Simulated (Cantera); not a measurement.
# Hydrocarbon pyrolysis for carbon deposition

An isothermal, constant-pressure homogeneous reactor starts with CH₄ : N₂ : H₂O = 1 : 13 : 0.039 (molar parts), at 1900 K and 10.00 Torr.

Detailed kinetics in Cantera: GRI-Mech 3.0 (53 species, 325 reactions). GRI-Mech 3.0 stops at C3 and has no aromatics, soot or wall deposition, so with more carbon than oxygen in the feed, carbon stays in small species such as C2H2 where larger ones or solid carbon would form. Radical loss at walls, strong at low pressure, is not modelled.

```tsv
t (s)	x CH₄	x H	x H₂	x C₂H₆	x CH₂	x CH₃
0.000300	0.0711	3.62e-6	4.63e-5	2.08e-9	1.10e-8	9.58e-5
0.000609	0.0710	3.71e-6	9.83e-5	1.41e-8	4.05e-8	0.000198
0.00124	0.0708	4.14e-6	0.000210	7.94e-8	1.48e-7	0.000404
0.00251	0.0703	5.97e-6	0.000494	3.83e-7	5.31e-7	0.000817
0.00510	0.0688	1.40e-5	0.00155	1.63e-6	1.82e-6	0.00161
0.0104	0.0629	4.97e-5	0.00729	5.47e-6	5.31e-6	0.00285
0.0211	0.0438	0.000174	0.0320	8.00e-6	9.27e-6	0.00323
0.0428	0.0215	0.000339	0.0667	3.20e-6	7.79e-6	0.00194
0.0868	0.00875	0.000493	0.0863	7.74e-7	5.31e-6	0.000953
0.176	0.00290	0.000692	0.0952	1.37e-7	3.32e-6	0.000414
0.358	0.000844	0.000966	0.0986	1.93e-8	1.90e-6	0.000164
0.727	0.000334	0.00126	0.100	4.49e-9	1.29e-6	8.43e-5
1.48	0.000178	0.00153	0.101	1.65e-9	9.77e-7	5.35e-5
3.00	5.14e-5	0.00187	0.102	1.82e-10	4.18e-7	1.88e-5
```
x: mole fraction; the columns are a selection and need not sum to one.

Equilibrium at this temperature and pressure: CH₄ 1.04e-6, H 0.00221, H₂ 0.102, C₂H₆ <1e-12, CH₂ 1.18e-8, CH₃ 4.48e-7 (gas phase only).
